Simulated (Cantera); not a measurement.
A freely propagating, adiabatic, planar premixed flame of 51.2 % H₂, 10.2 % O₂, 38.5 % N₂, equivalence ratio 2.5, unburnt at 473 K and 101000 Pa; multicomponent transport, grid criteria slope 0.08 and curve 0.16, no radiation.

Detailed kinetics in Cantera: the H2/O2 subset of GRI-Mech 3.0, which has no nitrogen chemistry. Burning velocities carry a grid error of a few per cent, more on coarse grids.

x: mole fraction of selected species; z is measured from the peak of heat release.

```json
[
 {"z (mm)": "-1.27", "T (K)": "473", "u (m/s)": "5.46", "x H₂": "0.512", "x O₂": "0.102", "x O": "<1e-8", "x HO₂": "<1e-8", "x H₂O": "<1e-8", "x OH": "<1e-8"},
 {"z (mm)": "-0.847", "T (K)": "473", "u (m/s)": "5.46", "x H₂": "0.512", "x O₂": "0.102", "x O": "<1e-8", "x HO₂": "<1e-8", "x H₂O": "<1e-8", "x OH": "<1e-8"},
 {"z (mm)": "-0.635", "T (K)": "473", "u (m/s)": "5.46", "x H₂": "0.512", "x O₂": "0.102", "x O": "<1e-8", "x HO₂": "<1e-8", "x H₂O": "<1e-8", "x OH": "<1e-8"},
 {"z (mm)": "-0.424", "T (K)": "473", "u (m/s)": "5.46", "x H₂": "0.512", "x O₂": "0.102", "x O": "<1e-8", "x HO₂": "3.08e-7", "x H₂O": "3.52e-7", "x OH": "<1e-8"},
 {"z (mm)": "-0.212", "T (K)": "508", "u (m/s)": "5.83", "x H₂": "0.509", "x O₂": "0.102", "x O": "…", "x HO₂": "0.000277", "x H₂O": "0.00124", "x OH": "6.95e-5"},
 {"z (mm)": "-0.106", "T (K)": "766", "u (m/s)": "8.63", "x H₂": "0.481", "x O₂": "0.0942", "x O": "…", "x HO₂": "0.000174", "x H₂O": "0.0230", "x OH": "0.000515"},
 {"z (mm)": "0", "T (K)": "1144", "u (m/s)": "12.5", "x H₂": "0.402", "x O₂": "0.0642", "x O": "…", "x HO₂": "6.88e-5", "x H₂O": "0.0902", "x OH": "0.00110"},
 {"z (mm)": "0.106", "T (K)": "1402", "u (m/s)": "15.2", "x H₂": "0.323", "x O₂": "0.0207", "x O": "…", "x HO₂": "2.06e-5", "x H₂O": "0.176", "x OH": "0.00190"},
 {"z (mm)": "0.212", "T (K)": "1516", "u (m/s)": "16.3", "x H₂": "0.298", "x O₂": "0.00415", "x O": "…", "x HO₂": "3.96e-6", "x H₂O": "0.209", "x OH": "0.00187"},
 {"z (mm)": "0.424", "T (K)": "1617", "u (m/s)": "17.3", "x H₂": "0.299", "x O₂": "0.000283", "x O": "…", "x HO₂": "2.62e-7", "x H₂O": "0.218", "x OH": "0.00194"},
 {"z (mm)": "0.847", "T (K)": "1716", "u (m/s)": "18.2", "x H₂": "0.308", "x O₂": "8.32e-5", "x O": "…", "x HO₂": "8.53e-8", "x H₂O": "0.220", "x OH": "0.00195"},
 {"z (mm)": "1.69", "T (K)": "1812", "u (m/s)": "19.1", "x H₂": "0.318", "x O₂": "4.91e-5", "x O": "…", "x HO₂": "5.32e-8", "x H₂O": "0.222", "x OH": "0.00175"},
 {"z (mm)": "3.39", "T (K)": "1892", "u (m/s)": "19.8", "x H₂": "0.325", "x O₂": "2.46e-5", "x O": "…", "x HO₂": "2.95e-8", "x H₂O": "0.224", "x OH": "0.00139"}
]
```

### Question
Fill in the missing entries.

### Answer

- -0.212, x O: 9.97e-6
- -0.106, x O: 0.000199
- 0, x O: 0.00156
- 0.106, x O: 0.00178
- 0.212, x O: 0.000758
- 0.424, x O: 0.000358
- 0.847, x O: 0.000256
- 1.69, x O: 0.000158
- 3.39, x O: 8.06e-5
